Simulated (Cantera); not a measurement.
# Low-pressure radical oxidation in H2/O2

An isothermal, constant-pressure homogeneous reactor starts with 7.41 % H2, 92.6 % O2, equivalence ratio 0.040, at 1275 K and 2670 Pa.

Detailed kinetics in Cantera: the H2/O2 subset of GRI-Mech 3.0, which has no nitrogen chemistry. Radical loss at walls, strong at low pressure, is not modelled. The temperature is held fixed by assumption; the heat of reaction is taken as removed at once.

| t (s) | x H2 | x O2 | x H2O | x H | x OH | x H2O2 |
|---|---|---|---|---|---|---|
| 0.000500 | 0.0722 | 0.925 | 0.00135 | 0.000510 | 0.000585 | 7.28e-9 |
| 0.000861 | 0.00658 | 0.877 | 0.0551 | 0.0163 | 0.00867 | 4.21e-7 |
| 0.00148 | 0.00170 | 0.873 | 0.0635 | 0.0124 | 0.00588 | 2.23e-7 |
| 0.00255 | 0.00150 | 0.879 | 0.0652 | 0.0103 | 0.00555 | 2.22e-7 |
| 0.00439 | 0.00126 | 0.887 | 0.0675 | 0.00770 | 0.00510 | 2.24e-7 |
| 0.00755 | 0.000935 | 0.897 | 0.0701 | 0.00480 | 0.00442 | 2.22e-7 |
| 0.0130 | 0.000588 | 0.907 | 0.0726 | 0.00232 | 0.00352 | 2.09e-7 |
| 0.0224 | 0.000303 | 0.915 | 0.0745 | 0.000842 | 0.00253 | 1.79e-7 |
| 0.0385 | 0.000131 | 0.919 | 0.0757 | 0.000238 | 0.00167 | 1.36e-7 |
| 0.0662 | 5.10e-5 | 0.921 | 0.0762 | 5.75e-5 | 0.00104 | 9.22e-8 |
| 0.114 | 1.91e-5 | 0.922 | 0.0765 | 1.33e-5 | 0.000641 | 5.73e-8 |
| 0.196 | 7.34e-6 | 0.923 | 0.0767 | 3.17e-6 | 0.000398 | 3.38e-8 |
| 0.338 | 2.96e-6 | 0.923 | 0.0768 | 8.18e-7 | 0.000254 | 1.94e-8 |
| 0.581 | 1.27e-6 | 0.923 | 0.0768 | 2.31e-7 | 0.000167 | 1.10e-8 |
| 1.00 | 5.78e-7 | 0.923 | 0.0769 | 7.16e-8 | 0.000113 | 6.18e-9 |
x: mole fraction; the columns are a selection and need not sum to one.

Equilibrium at this temperature and pressure: H2 2.72e-8, O2 0.923, H2O 0.0769, H 7.50e-10, OH 2.46e-5, H2O2 5.44e-10 (gas phase only).
